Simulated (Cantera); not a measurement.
A Cantera script and what it prints.

```python
import numpy as np
import cantera as ct

gas_names = """
    CL CL2 H HCL H2 Si SiCL SiCL2 SiCL3 SiCL4 SiH SiHCL3 SiH2 SiH2CL2 SiH3 SiH3CL SiH4 Si2 Si3
""".split()
cond_names = """
    Si(cr) Si(L)
""".split()


# ... load() reads the species with a 1 bar reference pressure and builds the phases ...
atoms = {
    'SiCl4': {'Si': 1, 'CL': 4},
    'H2': {'H': 2},
}
top_T = {}  # K; cautious upper limits of use, not melting points


# ... equilibrate(T, P, feed) seeds the gas with the atoms and calls Mixture.equilibrate('TP', solver="vcs", rtol=1e-11, max_steps=5000) ...
results = []
feed = {'SiCl4': 1, 'H2': 1.6}  # mol
P = 100000  # Pa
for T in [798, 848, 898, 948, 998, 1048, 1098, 1148, 1198]:
    mix = equilibrate(T, P, feed)
    results.append((T, P, feed, dict(zip(mix.species_names, mix.species_moles))))

top = {s: max(r[3][s] / sum(r[3][g] for g in gas_names) for r in results) for s in gas_names}
cols = sorted((s for s in top if top[s] > 1e-06), key=lambda s: -top[s])[:8]
seen = [c for c in cond_names if any(r[3].get(c, 0) > 1e-12 for r in results)]
print("log10 of partial pressures in bar; condensed amounts in mol")
print(f"{'T/K':>10s}" + "".join(f"{s[:9]:>10s}" for s in cols + seen))
for T, P, feed, n in results:
    ng = sum(n[g] for g in gas_names)
    print(f"{T:10.4g}" + "".join(f"{np.log10(max(n[s] / ng * P / 1e5, 1e-99)):10.3f}" for s in cols)
          + "".join(f"{n.get(c, 0):10.4g}" for c in seen))
```

It prints:

```
log10 of partial pressures in bar; condensed amounts in mol
       T/K        H2     SiCL4       HCL    SiHCL3     SiCL3     SiCL2   SiH2CL2    SiH3CL
       798    -0.221    -0.431    -1.852    -1.855    -4.922    -7.358    -4.373    -7.529
       848    -0.224    -0.437    -1.723    -1.728    -4.379    -6.462    -4.076    -7.050
       898    -0.229    -0.443    -1.610    -1.618    -3.898    -5.668    -3.816    -6.628
       948    -0.233    -0.451    -1.509    -1.522    -3.471    -4.962    -3.587    -6.255
       998    -0.239    -0.460    -1.419    -1.439    -3.090    -4.331    -3.386    -5.926
      1048    -0.244    -0.470    -1.336    -1.369    -2.750    -3.768    -3.211    -5.639
      1098    -0.251    -0.482    -1.258    -1.312    -2.448    -3.266    -3.064    -5.393
      1148    -0.258    -0.495    -1.182    -1.269    -2.181    -2.824    -2.945    -5.190
      1198    -0.267    -0.512    -1.106    -1.243    -1.949    -2.440    -2.859    -5.037
```

These are equilibrium values from Cantera (NASA tables, ideal gas, pure condensed phases), not measurements of a reactor. The tables' values for SiCl3 are old estimates; treat these amounts as uncertain.
